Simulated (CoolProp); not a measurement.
Properties of 1-butene along the isotherm 188.25 °C.

Values from CoolProp's reference Helmholtz-energy equation of state, Lemmon 2005. It is a short technical equation, of lower accuracy than the large ones.

```tsv
p (MPa)	phase	density (kg/m³)	cp (kJ/(kg K))	speed of sound (m/s)	expansivity (1/kK)	fugacity coefficient
0.0633	gas	0.9295	(withheld)	270.0	2.196	0.9960
0.113	gas	1.665	2.165	(withheld)	2.219	0.9928
0.2	gas	2.963	2.171	268.0	2.261	0.9873
0.356	gas	5.329	(withheld)	265.7	2.338	0.9775
0.633	gas	9.655	2.202	261.5	2.486	(withheld)
1.13	gas	17.86	2.244	253.6	2.792	0.9294
2	gas	(withheld)	2.340	239.0	3.500	0.8763
3.56	gas	70.83	2.647	210.3	5.784	0.7838
6.33	supercritical	199.8	(withheld)	174.1	18.61	0.6276
11.3	supercritical	367.3	3.318	336.9	5.889	0.4479
20	supercritical	436.2	2.890	517.6	2.898	0.3461
```

Problem. Complete the blanks.

Solution. 
- 0.0633, cp (kJ/(kg K)): 2.162
- 0.113, speed of sound (m/s): 269.3
- 0.356, cp (kJ/(kg K)): 2.181
- 0.633, fugacity coefficient: 0.9602
- 2, density (kg/m³): 33.92
- 6.33, cp (kJ/(kg K)): 4.562

The peak of cp marks the crossing from liquid-like to gas-like fluid above the critical point.
